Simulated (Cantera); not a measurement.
**Equilibrium for iron carbonyl, mercury and lead vapours: Fe(CO)5 + CO + N2**

Input: 1 mol Fe(CO)5, 0.44 mol CO, 31 mol N2, at 0.660 bar.

Equilibrium computed with Cantera from the NASA thermochemical tables; the gas is ideal and each condensed phase is pure. Candidate condensed phases: C, Fe, Fe(CO)5, FeO, Fe2O3, Fe3O4; 27 gas species. Iron dissolves carbon and melts from about 1420 K in contact with it, which pure phases cannot show. Condensed phases not in the tables: cementite and carbon dissolved in iron. Rates play no part.

```json
[
 {"T (°C)": "900", "x N2": "0.851", "x CO": "0.149", "x CO2": "0.000406", "x Fe": "2.97e-11", "x C2N2": "2.72e-12", "n C(graphite)": "0.0148", "n Fe(α)": "1.00", "n Fe(γ)": "0"},
 {"T (°C)": "925", "x N2": "0.851", "x CO": "0.149", "x CO2": "0.000284", "x Fe": "7.03e-11", "x C2N2": "5.31e-12", "n C(graphite)": "0.0103", "n Fe(α)": "0", "n Fe(γ)": "1.00"},
 {"T (°C)": "950", "x N2": "0.851", "x CO": "0.149", "x CO2": "0.000201", "x Fe": "1.60e-10", "x C2N2": "1.01e-11", "n C(graphite)": "0.00734", "n Fe(α)": "0", "n Fe(γ)": "1.00"},
 {"T (°C)": "975", "x N2": "0.851", "x CO": "0.149", "x CO2": "0.000145", "x Fe": "3.53e-10", "x C2N2": "1.87e-11", "n C(graphite)": "0.00527", "n Fe(α)": "0", "n Fe(γ)": "1.00"},
 {"T (°C)": "1000", "x N2": "0.851", "x CO": "0.149", "x CO2": "0.000105", "x Fe": "7.54e-10", "x C2N2": "3.37e-11", "n C(graphite)": "0.00384", "n Fe(α)": "0", "n Fe(γ)": "1.00"},
 {"T (°C)": "1025", "x N2": "0.851", "x CO": "0.149", "x CO2": "7.78e-5", "x Fe": "1.56e-9", "x C2N2": "5.96e-11", "n C(graphite)": "0.00283", "n Fe(α)": "0", "n Fe(γ)": "1.00"},
 {"T (°C)": "1050", "x N2": "0.851", "x CO": "0.149", "x CO2": "5.80e-5", "x Fe": "3.15e-9", "x C2N2": "1.03e-10", "n C(graphite)": "0.00211", "n Fe(α)": "0", "n Fe(γ)": "1.00"},
 {"T (°C)": "1075", "x N2": "0.851", "x CO": "0.149", "x CO2": "4.38e-5", "x Fe": "6.18e-9", "x C2N2": "1.75e-10", "n C(graphite)": "0.00160", "n Fe(α)": "0", "n Fe(γ)": "1.00"},
 {"T (°C)": "1100", "x N2": "0.851", "x CO": "0.149", "x CO2": "3.34e-5", "x Fe": "1.18e-8", "x C2N2": "2.90e-10", "n C(graphite)": "0.00122", "n Fe(α)": "0", "n Fe(γ)": "1.00"},
 {"T (°C)": "1125", "x N2": "0.851", "x CO": "0.149", "x CO2": "2.57e-5", "x Fe": "2.21e-8", "x C2N2": "4.73e-10", "n C(graphite)": "0.000938", "n Fe(α)": "0", "n Fe(γ)": "1.000"},
 {"T (°C)": "1150", "x N2": "0.851", "x CO": "0.149", "x CO2": "2.00e-5", "x Fe": "4.04e-8", "x C2N2": "7.59e-10", "n C(graphite)": "0.000730", "n Fe(α)": "0", "n Fe(γ)": "1.000"},
 {"T (°C)": "1175", "x N2": "0.851", "x CO": "0.149", "x CO2": "1.57e-5", "x Fe": "7.22e-8", "x C2N2": "1.20e-9", "n C(graphite)": "0.000573", "n Fe(α)": "0", "n Fe(γ)": "1.000"}
]
```
x: gas mole fraction; n: condensed amount in mol.

At 900 °C the condensed part is C(graphite) + Fe(α). From 925 °C to 1175 °C the condensed part is C(graphite) + Fe(γ).
